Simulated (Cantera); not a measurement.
A closed system holds: 1 mol Zr, 0.67 mol NH₃, 270 mol H₂, 0.82 mol N₂, held at 2523 K.

Method: chemical equilibrium by Gibbs-energy minimisation in Cantera with the NASA 1993 tables (ideal gas, pure condensed phases). Candidate condensed phases: Zr, ZrN; 11 gas species. ZrN: taken at fixed stoichiometry. The numbers say what is thermodynamically allowed, not how fast it happens.

log p: log10 of the partial pressure in bar; n: condensed amount in mol.

| P (Pa) | log p H | log p H₂ | log p N₂ | log p Zr | log p N | log p NH₃ | log p NH₂ | n ZrN(s) |
|---|---|---|---|---|---|---|---|---|
| 0.100 | -6.00 | -8.89 | -8.67 | -8.74 | -10.78 | <-18 | <-18 | 0 |
| 1 | -5.01 | -6.90 | -7.67 | -7.73 | -10.28 | <-17 | -16.67 | 0 |
| 10 | … | … | … | … | … | … | … | 0 |
| 100 | -3.24 | -3.37 | -5.52 | -5.58 | -9.20 | -12.81 | -12.07 | 0 |
| 1000 | -2.62 | -2.12 | -4.66 | -5.86 | -8.77 | -10.51 | -10.39 | 0.958 |
| 10000 | … | … | … | … | … | … | … | 0.999 |
| 100000 | -1.56 | -0.01 | -2.62 | -6.88 | -7.75 | -6.33 | -7.26 | 1.000 |
| 1000000 | -1.06 | 1.00 | -1.62 | -7.38 | -7.25 | -4.31 | -5.75 | 1.000 |

Problem. Fill in the missing entries.

Solution. 
- 10000, log p H: -2.08
- 10000, log p H₂: -1.04
- 10000, log p N₂: -3.64
- 10000, log p Zr: -6.37
- 10000, log p N: -8.26
- 10000, log p NH₃: -8.37
- 10000, log p NH₂: -8.79
- 10, log p H: -4.05
- 10, log p H₂: -4.99
- 10, log p N₂: -6.63
- 10, log p Zr: -6.69
- 10, log p N: -9.76
- 10, log p NH₃: -15.79
- 10, log p NH₂: -14.24
